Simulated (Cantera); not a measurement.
Feed: 1 mol Al2O3, 0.94 mol Cl2, 2.7 mol O2, equilibrated at 1.00 bar.

Equilibrium computed with Cantera from the NASA thermochemical tables; the gas is ideal and each condensed phase is pure. Candidate condensed phases: Al, AlCl3, Al2O3; 17 gas species. Equilibrium is a limit: real reactors are often held back by kinetics, nucleation or transport.

Over these rows the condensed part is Al2O3(s). Partial pressures as log10 of bar:

| T (K) | 1000/T (1/K) | log p AlCl3 | log p O2 | log p Cl2 | log p Cl |
|---|---|---|---|---|---|
| 1275 | 0.7843 | -5.68 | -0.13 | -0.59 | -2.30 |
| 1325 | 0.7547 | -5.31 | -0.13 | -0.60 | -2.11 |
| 1375 | 0.7273 | -4.96 | -0.13 | -0.60 | -1.93 |
| 1425 | 0.7018 | -4.64 | -0.13 | -0.61 | -1.77 |
| 1475 | 0.6780 | -4.35 | -0.14 | -0.62 | -1.62 |
| 1525 | 0.6557 | ? | -0.14 | -0.63 | -1.47 |

Q: Fit log p(AlCl3) = a + b·(1000/T) to the five rows, give the apparent enthalpy, and predict the row at 1525 K.

A: Means: 1000/T = 0.7292, log p = -4.988. Sxy = -0.088594, Sxx = 0.0070621, so b = -12.55 and a = -4.988 − (-12.55)×0.7292 = 4.16.
Apparent enthalpy: −19.145 × (-12.55) = 240 kJ/mol. With the condensed phases at unit activity, 1/2 Al2O3(s) + 3/2 Cl2(g) = AlCl3(g) + 3/4 O2(g) links this pressure to the main gases: over the six rows their terms move log p by -0.05 in all, so the slope is close to that reaction's ΔH°. The five rows lie within 0.01 of the line.
Prediction at 1525 K: 4.16 + (-12.55)×0.6557 = -4.07. The computed value is -4.09, 0.02 from the line.
